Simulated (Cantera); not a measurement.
# Hydrocarbon pyrolysis for carbon deposition

An isothermal, constant-pressure homogeneous reactor starts with 10.6 % CH4, 89.4 % N2, at 1650 K and 0.623 Torr.

Cantera simulation using GRI-Mech 3.0 (53 species, 325 reactions); the numbers are that mechanism's predictions, not measurements. GRI-Mech 3.0 stops at C3 and has no aromatics, soot or wall deposition, so with more carbon than oxygen in the feed, carbon stays in small species such as C2H2 where larger ones or solid carbon would form. Radical loss at walls, strong at low pressure, is not modelled.

```json
[
 {"t (s)": "6.00e-6", "x CH4": "0.106", "x H2": "2.40e-11", "x C2H2": "<1e-12", "x C2H4": "<1e-12", "x C2H": "<1e-12", "x H": "3.14e-9"},
 {"t (s)": "2.10e-5", "x CH4": "0.106", "x H2": "2.91e-10", "x C2H2": "<1e-12", "x C2H4": "<1e-12", "x C2H": "<1e-12", "x H": "1.08e-8"},
 {"t (s)": "7.33e-5", "x CH4": "0.106", "x H2": "3.40e-9", "x C2H2": "<1e-12", "x C2H4": "<1e-12", "x C2H": "<1e-12", "x H": "3.53e-8"},
 {"t (s)": "0.000256", "x CH4": "0.106", "x H2": "3.59e-8", "x C2H2": "<1e-12", "x C2H4": "<1e-12", "x C2H": "<1e-12", "x H": "9.95e-8"},
 {"t (s)": "0.000896", "x CH4": "0.106", "x H2": "2.87e-7", "x C2H2": "<1e-12", "x C2H4": "<1e-12", "x C2H": "<1e-12", "x H": "1.87e-7"},
 {"t (s)": "0.00313", "x CH4": "0.106", "x H2": "1.45e-6", "x C2H2": "<1e-12", "x C2H4": "1.79e-11", "x C2H": "<1e-12", "x H": "2.08e-7"},
 {"t (s)": "0.0110", "x CH4": "0.106", "x H2": "5.58e-6", "x C2H2": "2.49e-12", "x C2H4": "1.31e-9", "x C2H": "<1e-12", "x H": "2.08e-7"},
 {"t (s)": "0.0383", "x CH4": "0.106", "x H2": "2.01e-5", "x C2H2": "4.64e-10", "x C2H4": "6.59e-8", "x C2H": "<1e-12", "x H": "2.12e-7"},
 {"t (s)": "0.134", "x CH4": "0.106", "x H2": "7.64e-5", "x C2H2": "7.47e-8", "x C2H4": "2.91e-6", "x C2H": "<1e-12", "x H": "2.66e-7"},
 {"t (s)": "0.468", "x CH4": "0.106", "x H2": "0.000514", "x C2H2": "1.17e-5", "x C2H4": "0.000117", "x C2H": "8.73e-11", "x H": "9.75e-7"},
 {"t (s)": "1.64", "x CH4": "0.0952", "x H2": "0.0114", "x C2H2": "0.00171", "x C2H4": "0.00280", "x C2H": "9.58e-9", "x H": "1.47e-5"},
 {"t (s)": "5.72", "x CH4": "0.0417", "x H2": "0.0857", "x C2H2": "0.0276", "x C2H4": "0.00119", "x C2H": "1.53e-7", "x H": "0.000109"},
 {"t (s)": "20.0", "x CH4": "0.00949", "x H2": "0.131", "x C2H2": "0.0436", "x C2H4": "6.93e-5", "x C2H": "3.24e-7", "x H": "0.000223"}
]
```
x: mole fraction; the columns are a selection and need not sum to one.

Equilibrium at this temperature and pressure: CH4 1.13e-6, H2 0.144, C2H2 0.0165, C2H4 1.42e-7, C2H 6.04e-7, H 0.00120 (gas phase only).
